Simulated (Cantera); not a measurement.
Input: 1 mol SiO₂, 0.31 mol C, 0.81 mol CO, 0.39 mol CH₄, at 0.0500 bar.

These are equilibrium values from Cantera (NASA tables, ideal gas, pure condensed phases), not measurements of a reactor. Candidate condensed phases: C, C₆H₆, C₇H₈, C₈H₁₈, H₂O, Si, SiC, SiO₂; 123 gas species. Mutual solubility and eutectic melting of coexisting phases are not modelled. The tables hold silica as quartz up to 1696 K and as liquid above; real silica turns to tridymite and cristobalite and melts near 1996 K. The numbers say what is thermodynamically allowed, not how fast it happens.

**Question.** Which condensed phases are stable at each of these points (T (K)): 1200, 1300, 1400, 1500, 1600, 1700, 1800?

**Answer.** 
| T (K) | condensed phases | Si condensed (%) |
|---|---|---|
| 1200 | C(graphite) + SiO₂(β-quartz) | 100.0 |
| 1300 | C(graphite) + SiO₂(β-quartz) | 100.0 |
| 1400 | C(graphite) + SiO₂(β-quartz) | 100.0 |
| 1500 | C(graphite) + SiO₂(β-quartz) | 99.9 |
| 1600 | SiC(s) + SiO₂(β-quartz) | 98.2 |
| 1700 | SiC(s) + SiO₂(condensed) | 83.7 |
| 1800 | SiO₂(condensed) | 30.0 |

From 1200 K to 1500 K the condensed part is C(graphite) + SiO₂(β-quartz). At 1600 K the condensed part is SiC(s) + SiO₂(β-quartz). At 1700 K the condensed part is SiC(s) + SiO₂(condensed). At 1800 K the condensed part is SiO₂(condensed).
